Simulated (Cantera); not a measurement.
What does this Cantera script print?

```python
import numpy as np
import cantera as ct

gas = ct.Solution("gri30.yaml")
gas.TPX = 2150, 130000, {'NO': 1, 'N2': 0.18, 'H2O': 0.015}
inlet = ct.Reservoir(gas, clone=True)

reactor = ct.IdealGasConstPressureReactor(gas, energy="off", clone=False)
exhaust = ct.Reservoir(gas, clone=True)
tau = [15, 3, 0.59, 0.12, 0.022, 0.0044, 0.00086, 0.00017][0]
for a, b in ((inlet, reactor), (reactor, exhaust)):
    ct.MassFlowController(a, b, mdot=lambda t: reactor.mass / tau)
net = ct.ReactorNet([reactor])
show = ['NO', 'O2', 'N2', 'O', 'N2O', 'NO2']

rows = []
print(f"{'tau/s':>10s}{'T/K':>9s}" + "".join(f"{s:>11s}" for s in show))
for tau in [15, 3, 0.59, 0.12, 0.022, 0.0044, 0.00086, 0.00017]:
    net.initial_time = 0.0
    net.advance(30 * tau)
    before = gas.X
    net.advance(40 * tau)
    drift = np.max(np.abs(gas.X - before) / (gas.X + 1e-9))
    rows.append([gas.T, *gas[show].X, drift])
    print(f"{tau:10.3e}{gas.T:9.1f}" + "".join(f"{x:11.3e}" for x in gas[show].X))
```

Output:

```
     tau/s      T/K         NO         O2         N2          O        N2O        NO2
 1.500e+01   2150.0  2.699e-02  4.036e-01  5.550e-01  1.095e-03  9.244e-07  5.817e-05
 3.000e+00   2150.0  6.031e-02  3.869e-01  5.383e-01  1.074e-03  2.050e-06  1.273e-04
 5.900e-01   2150.0  1.617e-01  3.361e-01  4.876e-01  1.004e-03  1.090e-05  3.183e-04
 1.200e-01   2150.0  3.996e-01  2.170e-01  3.686e-01  8.169e-04  6.499e-05  6.342e-04
 2.200e-02   2150.0  6.901e-01  7.206e-02  2.234e-01  4.931e-04  1.990e-04  6.438e-04
 4.400e-03   2150.0  8.041e-01  1.558e-02  1.665e-01  2.576e-04  2.652e-04  3.736e-04
 8.600e-04   2150.0  8.302e-01  2.806e-03  1.535e-01  1.400e-04  2.521e-04  1.987e-04
 1.700e-04   2150.0  8.354e-01  4.073e-04  1.510e-01  8.341e-05  1.822e-04  1.229e-04
```

Computed with Cantera and GRI-Mech 3.0 (53 species, 325 reactions).
